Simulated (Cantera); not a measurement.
Feed: 1 mol Si₂Cl₆, 0.091 mol HCl, 9.3 mol H₂, held at 0.750 Torr.

Method: chemical equilibrium by Gibbs-energy minimisation in Cantera with the NASA 1993 tables (ideal gas, pure condensed phases). Candidate condensed phases: Si; 19 gas species. The feed counts by its element totals alone. The tables' values for SiCl₃ are old estimates; treat these amounts as uncertain. Rates play no part. All values below are at 952 °C.

Base state: H₂ 0.688, HCl 0.172, SiCl₂ 0.105, SiCl₄ 0.0176, SiCl₃ 0.0153, SiHCl₃ 0.00219, SiH₂Cl₂ 3.64e-5 (mole fractions); condensed: Si(s).

Problem. What changes in the equilibrium state with this change: Si₂Cl₆ replaced by SiH₄?

Solution. 
```tsv
species	before	after
H₂	0.688	0.992
HCl	0.172	0.00769
SiCl₂	0.105	0.000146
SiCl₄	0.0176	3.37e-8
SiCl₃	0.0153	7.88e-7
SiHCl₃	0.00219	1.36e-7
SiH₂Cl₂	3.64e-5	7.28e-8
Si(s), mol	0.310	0.998
```
